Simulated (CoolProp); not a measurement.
The fluid at 342.65 K and 0.125 MPa flows at 25 m/s in a round tube of 2 mm bore and 15 µm roughness, fully developed (64/Re and Nu = 3.66 if laminar; Colebrook and Gnielinski if turbulent). The same conditions are run with several fluids, on thermodynamics alone (safety and materials aside).

Model: reference Helmholtz-energy equation of state of each fluid (normal hydrogen: Leachman 2009; n-pentane: Thol 2019; R227EA: Lemmon 2016), in CoolProp.

```tsv
fluid	Reynolds number	Darcy friction factor	pressure drop (Pa/m)	heat-transfer coefficient (W/(m² K))	mass flow (kg/h)
normal hydrogen	(withheld)	0.142	(withheld)	378	0.0250
n-pentane	21400	0.0376	(withheld)	(withheld)	0.930
R227EA	28500	(withheld)	43900	(withheld)	(withheld)
```

**Question.** Some entries are withheld; supply them.

**Answer.** 
- normal hydrogen, Reynolds number: 451
- normal hydrogen, pressure drop (Pa/m): 1960
- n-pentane, pressure drop (Pa/m): 19300
- n-pentane, heat-transfer coefficient (W/(m² K)): 817
- R227EA, Darcy friction factor: 0.0369
- R227EA, heat-transfer coefficient (W/(m² K)): 907
- R227EA, mass flow (kg/h): 2.15

Transport values come from each fluid's own correlations; those of n-pentane, R227EA are estimates that may be off by 10 % or more.
